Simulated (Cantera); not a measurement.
A Cantera script and its output.

```python
import numpy as np
import cantera as ct

gas = ct.Solution("gri30.yaml")
gas.TP = 300, 100000
flame = ct.CounterflowDiffusionFlame(gas, width=0.02)
flame.fuel_inlet.X, flame.fuel_inlet.T = {'CH4': 1}, 573
flame.oxidizer_inlet.X, flame.oxidizer_inlet.T = {'O2': 0.22, 'N2': 0.78}, 375
flame.set_refine_criteria(ratio=3, slope=0.12, curve=0.24, prune=0.03)
show = ['OH', 'H', 'NO', 'CO', 'C2H2']

rows = []
print(f"{'mdot':>8s}{'a_max':>10s}{'a_mean':>10s}{'Tmax/K':>9s}" + "".join(f"{s:>11s}" for s in show) + "   (peak mole fractions)")
for i, mdot in enumerate([0.25, 0.38, 0.57, 0.86, 1.3, 2, 3]):  # kg/m2/s on the oxidiser side
    flame.oxidizer_inlet.mdot, flame.fuel_inlet.mdot = mdot, 0.63 * mdot
    flame.solve(loglevel=0, auto=(i == 0))
    if flame.T.max() < max(573, 375) + 100:
        print(f"{mdot:8.3g}  no burning solution found from the previous one")
        break
    dT = np.abs(np.gradient(flame.T, flame.grid))
    rows.append([flame.strain_rate("max"), flame.strain_rate("mean"), flame.T.max(),
                 *(flame.X[gas.species_index(s)].max() for s in show), max(dT[0], dT[-1]) / dT.max()])
    print(f"{mdot:8.3g}{rows[-1][0]:10.1f}{rows[-1][1]:10.1f}{rows[-1][2]:9.1f}" + "".join(f"{x:11.3e}" for x in rows[-1][3:-1]))
```

Output:

```
    mdot     a_max    a_mean   Tmax/K         OH          H         NO         CO       C2H2   (peak mole fractions)
    0.25     178.3      36.9   2131.5  8.406e-03  4.275e-03  2.816e-04  5.736e-02  1.493e-02
    0.38     263.5      56.1   2112.7  8.337e-03  4.502e-03  2.551e-04  5.617e-02  1.367e-02
    0.57     379.6      84.1   2096.7  8.266e-03  4.733e-03  2.274e-04  5.545e-02  1.262e-02
    0.86     548.7     126.9   2079.7  8.142e-03  4.948e-03  1.950e-04  5.498e-02  1.162e-02
     1.3     795.4     191.8   2057.7  7.861e-03  5.093e-03  1.570e-04  5.469e-02  1.044e-02
       2    1160.0     295.0   2026.2  7.349e-03  5.087e-03  1.129e-04  5.463e-02  8.910e-03
       3    1627.2     442.5   1986.1  6.586e-03  4.852e-03  7.110e-05  5.500e-02  7.116e-03
```

Cantera simulation using GRI-Mech 3.0 (53 species, 325 reactions); the numbers are that mechanism's predictions, not measurements. GRI-Mech 3.0 has no aromatics or soot, which form on the fuel side of real flames. The maximum strain rate includes the flame's own expansion and is several times the mean.
